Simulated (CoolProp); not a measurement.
R245fa at 298.15 K and 0.0968 MPa flows at 0.22 m/s in a round tube of 50 mm bore and 0.25 µm roughness, fully developed (64/Re and Nu = 3.66 if laminar; Colebrook and Gnielinski if turbulent). Each further row changes one setting.

Computed with CoolProp (reference Helmholtz-energy equation of state, Akasaka 2015).

| case | Reynolds number | Darcy friction factor | pressure drop (Pa/m) | heat-transfer coefficient (W/(m² K)) | mass flow (kg/h) |
|---|---|---|---|---|---|
| as stated | 5050 | 0.0373 | … | … | … |
| velocity 0.44 m/s | 10100 | 0.0308 | 0.324 | … | … |
| diameter 100 mm | 10100 | 0.0308 | 0.0404 | … | 33.7 |

**Question.** What belongs in the gaps?

**Answer.** 
- as stated, pressure drop (Pa/m): 0.0979
- as stated, heat-transfer coefficient (W/(m² K)): 4.98
- as stated, mass flow (kg/h): 8.44
- velocity 0.44 m/s, heat-transfer coefficient (W/(m² K)): 9.03
- velocity 0.44 m/s, mass flow (kg/h): 16.9
- diameter 100 mm, heat-transfer coefficient (W/(m² K)): 4.51

Viscosity comes from a separate model (Bell 2016), an estimate that may be off by 10 % or more. Thermal conductivity comes from a separate model (Huber 2003), an estimate that may be off by 10 % or more.
